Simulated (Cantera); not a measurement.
What does this Cantera script print?

```python
import numpy as np
import cantera as ct

gas = ct.Solution("gri30.yaml")
gas.TPX = 1150, 101325, {'CH2O': 0.0024, 'O2': 0.024, 'N2': 1}
reactor = ct.IdealGasConstPressureReactor(gas, energy="off", clone=False)
net = ct.ReactorNet([reactor])
net.rtol, net.atol = 1e-08, 1e-18
show = ['CH2O', 'O2', 'OH', 'CH4', 'NO', 'CO']
times = np.geomspace(2e-06, 10, 11)

steps = ct.SolutionArray(gas, extra=["t"])
rows = []
print(f"{'t/s':>10s}{'T/K':>9s}{'P/Pa':>11s}" + "".join(f"{s:>11s}" for s in show))
for t in times:
    while net.time < t:
        t_next = net.step()
        steps.append(gas.state, t=t_next)
    rows.append([np.interp(t, steps.t, y) for y in (steps.T, steps.P, *steps(*show).X.T)])
    print(f"{t:10.3e}{rows[-1][0]:9.1f}{rows[-1][1]:11.4g}" + "".join(f"{x:11.3e}" for x in rows[-1][2:]))
rate = np.gradient(steps.T, steps.t)
print("integrator steps:", len(steps.t))
if steps.T.max() > steps.T[0] + 200:
    print(f"time of steepest temperature rise: {steps.t[rate.argmax()]:.4e} s")
gas.TPX = 1150, 101325, {'CH2O': 0.0024, 'O2': 0.024, 'N2': 1}
gas.equilibrate("TP")
print(f"equilibrium (TP): T = {gas.T:.1f} K  " + "  ".join(f"{s} {gas[s].X[0]:.3e}" for s in show))
```

Result:

```
       t/s      T/K       P/Pa       CH2O         O2         OH        CH4         NO         CO
 2.000e-06   1150.0  1.013e+05  2.338e-03  2.338e-02  1.506e-11  3.051e-23  5.418e-23  2.646e-09
 9.352e-06   1150.0  1.013e+05  2.338e-03  2.338e-02  1.543e-10  1.439e-20  4.711e-21  1.602e-08
 4.373e-05   1150.0  1.013e+05  2.338e-03  2.338e-02  3.161e-10  1.782e-18  9.966e-20  9.108e-08
 2.045e-04   1150.0  1.013e+05  2.338e-03  2.338e-02  9.461e-10  1.655e-16  8.173e-19  5.368e-07
 9.564e-04   1150.0  1.013e+05  2.332e-03  2.338e-02  1.238e-08  3.115e-14  1.591e-17  6.488e-06
 4.472e-03   1150.0  1.013e+05  1.707e-03  2.304e-02  9.872e-07  1.886e-11  1.881e-14  6.279e-04
 2.091e-02   1150.0  1.013e+05  5.164e-14  2.163e-02  1.244e-05  2.323e-15  5.392e-09  1.238e-03
 9.779e-02   1150.0  1.013e+05  8.437e-16  2.115e-02  5.638e-06  6.313e-20  1.454e-08  2.151e-04
 4.573e-01   1150.0  1.013e+05  2.849e-19  2.105e-02  1.735e-06 -7.082e-20  2.015e-08  1.106e-05
 2.138e+00   1150.0  1.013e+05 -8.671e-20  2.104e-02  4.431e-07 -4.324e-21  2.245e-08  2.705e-07
 1.000e+01   1150.0  1.013e+05  1.092e-19  2.104e-02  2.108e-07  1.497e-22  2.318e-08  9.975e-10
integrator steps: 1952
equilibrium (TP): T = 1150.0 K  CH2O 2.899e-27  O2 2.102e-02  OH 1.267e-07  CH4 1.286e-41  NO 4.644e-05  CO 8.236e-11
```

Cantera simulation using GRI-Mech 3.0 (53 species, 325 reactions); the numbers are that mechanism's predictions, not measurements.
